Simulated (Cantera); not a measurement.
Input: 1 mol MgO, 1.1 mol C, 9.3 mol H2, equilibrated at 1800 K and 3980 Torr.

Cantera equilibrium calculation (NASA polynomials, part measured and part estimated; ideal gas, pure solids and liquids). Candidate condensed phases: C, C6H6, C7H8, C8H18, H2O, Mg, MgCO3, MgO, Mg(OH)2; 116 gas species. The tables' values for MgH are old estimates; treat these amounts as uncertain. Kinetics and transport are ignored.

Base state: H2 0.978, CO 0.00898, Mg 0.00872, CH4 0.00390, MgH 0.000269, C2H2 (acetylene) 0.000171, H 0.000154, C2H4 2.08e-5 (mole fractions); condensed: C(graphite) + MgO(s).

Q: What changes in the equilibrium state with this change: MgO replaced by Fe3O4?

A: 
```json
[
 {"species": "H2", "before": "0.978", "after": "0.626"},
 {"species": "H2O", "before": "1.33e-5", "after": "0.268"},
 {"species": "CO", "before": "0.00898", "after": "0.0951"},
 {"species": "CO2", "before": "3.19e-8", "after": "0.0107"},
 {"species": "Fe(OH)2", "before": "0", "after": "3.64e-5"},
 {"species": "Mg", "before": "0.00872", "after": "0"},
 {"species": "MgH", "before": "0.000269", "after": "0"},
 {"species": "C2H2 (acetylene)", "before": "0.000171", "after": "<1e-9"},
 {"species": "C(graphite), mol", "before": "0.975", "after": "0"},
 {"species": "MgO(s), mol", "before": "0.915", "after": "0"},
 {"species": "Fe(δ), mol", "before": "0", "after": "3.00"}
]
```
Further candidate phases: Fe, Fe(CO)5, FeO, Fe(OH)2, Fe(OH)3, Fe2O3, Fe3O4.

Q: What changes in the equilibrium state with this change: pressure from 3980 Torr to 7.50 Torr?

A: 
| species | before | after |
|---|---|---|
| H2 | 0.978 | 0.820 |
| CO | 0.00898 | 0.0884 |
| Mg | 0.00872 | 0.0882 |
| CH4 | 0.00390 | 5.17e-6 |
| C2H4 | 2.08e-5 | 2.76e-8 |
| H2O | 1.33e-5 | 2.07e-7 |
| CH3 | 1.24e-5 | 4.14e-7 |
| C(graphite), mol | 0.975 | 0.0967 |
| MgO(s), mol | 0.915 | 0 |
